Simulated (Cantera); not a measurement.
Feed: 1 mol SiC, 0.0052 mol O2, 800 mol H2, 0.015 mol H2O, at 10.0 mbar.

Method: chemical equilibrium by Gibbs-energy minimisation in Cantera with the NASA 1993 tables (ideal gas, pure condensed phases). Candidate condensed phases: C, C6H6, C7H8, C8H18, H2O, Si, SiC, SiO2; 123 gas species. Mutual solubility and eutectic melting of coexisting phases are not modelled. Gases not in the tables: Si2H6 and higher silanes. Rates play no part.

x: gas mole fraction; n: condensed amount in mol.

```
T (K)   x H2       x H      x Si  x C2H2 (acetylene)     x SiH     x CO  n SiC(s)  n SiO2(β-quartz)
-----  -----  --------  --------  ------------------  --------  -------  --------  ----------------
923    1.000   2.45e-9    <1e-12              <1e-12    <1e-12        …     0.987            0.0127
1073   1.000   1.40e-7    <1e-12            7.29e-12    <1e-12        …     0.988            0.0123
1223   1.000   3.01e-6  3.13e-11            6.21e-11  4.06e-11  1.45e-5     0.986                 0
1373   1.000   3.33e-5   5.22e-9             1.72e-9   2.97e-9  1.51e-5     0.987                 0
1523   1.000  0.000231   3.13e-7             2.49e-8   9.14e-8  1.57e-5     0.987                 0
1673   0.999   0.00114   6.97e-6             3.65e-7   1.18e-6        …     0.983                 0
1823   0.996   0.00432   4.64e-5             1.36e-5   4.95e-6  2.90e-5     0.953                 0
1973   0.986    0.0134  0.000312            0.000158   2.24e-5  3.05e-5     0.707                 0
2123   0.963    0.0352   0.00109            0.000558   5.51e-5  3.07e-5         0                 0
```

Q: What belongs in the gaps?

A: 
- 923, x CO: 3.32e-10
- 1073, x CO: 8.53e-7
- 1673, x CO: 2.00e-5
